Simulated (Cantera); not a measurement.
A closed system holds: 1 mol CH3OH, 21 mol H2, held at 2727 °C.

Equilibrium computed with Cantera from the NASA thermochemical tables; the gas is ideal and each condensed phase is pure. Candidate condensed phases: C, C6H6, C7H8, C8H18, H2O; 110 gas species. The ideal-gas law is rough above about 30 bar. Equilibrium is a limit: real reactors are often held back by kinetics, nucleation or transport.

log p: log10 of the partial pressure in bar; nothing condenses.

| P (Pa) | log p H | log p H2 | log p CO | log p H2O | log p CH4 | log p C2H2 (acetylene) |
|---|---|---|---|---|---|---|
| 10 | -4.01 | -6.42 | -5.67 | -12.78 | <-16 | <-16 |
| 72 | -3.16 | -4.72 | -4.80 | -10.66 | <-15 | -13.77 |
| 520 | -2.36 | -3.13 | -3.90 | -8.68 | -13.76 | -11.13 |
| 3700 | … | … | … | … | … | … |
| 27000 | -1.16 | -0.72 | -2.01 | -5.69 | -7.64 | -6.12 |
| 190000 | … | … | … | … | … | … |
| 1400000 | -0.25 | 1.11 | -0.24 | -2.67 | -3.41 | -3.14 |
| 10000000 | 0.19 | 1.97 | 0.61 | -1.16 | -1.47 | -1.86 |

Question: Some entries are withheld; supply them.

Answer: 
- 190000, log p H: -0.70
- 190000, log p H2: 0.21
- 190000, log p CO: -1.13
- 190000, log p H2O: -4.18
- 190000, log p CH4: -5.47
- 190000, log p C2H2 (acetylene): -4.57
- 3700, log p H: -1.70
- 3700, log p H2: -1.80
- 3700, log p CO: -2.95
- 3700, log p H2O: -7.13
- 3700, log p CH4: -10.37
- 3700, log p C2H2 (acetylene): -8.35
